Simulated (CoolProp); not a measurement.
Aqueous sodium chloride as a coolant, at 22 °C, 1 atm.

Values from CoolProp's Melinder's fits for secondary coolants.

| mass % | freezing point (°C) | conductivity (W/(m K)) | Prandtl number | cp (kJ/(kg K)) | density (kg/m³) |
|---|---|---|---|---|---|
| 5.6 | -3.4 | 0.596 | 6.84 | 3.903 | 1038 |
| 7.3 | -4.6 | 0.595 | 6.95 | 3.831 | 1050 |
| 9 | -5.8 | 0.593 | 7.08 | 3.763 | 1062 |
| 10.7 | -7.1 | 0.591 | 7.23 | 3.700 | 1075 |
| 12.4 | -8.5 | 0.590 | 7.41 | 3.640 | 1088 |
| 14.1 | -10.0 | 0.588 | 7.61 | 3.584 | 1101 |
| 15.8 | -11.7 | 0.586 | 7.84 | 3.531 | 1114 |
| 17.5 | -13.5 | 0.584 | 8.11 | 3.481 | 1127 |
| 19.2 | -15.5 | 0.582 | 8.42 | 3.434 | 1140 |
| 20.9 | -17.6 | 0.580 | 8.79 | 3.389 | 1154 |
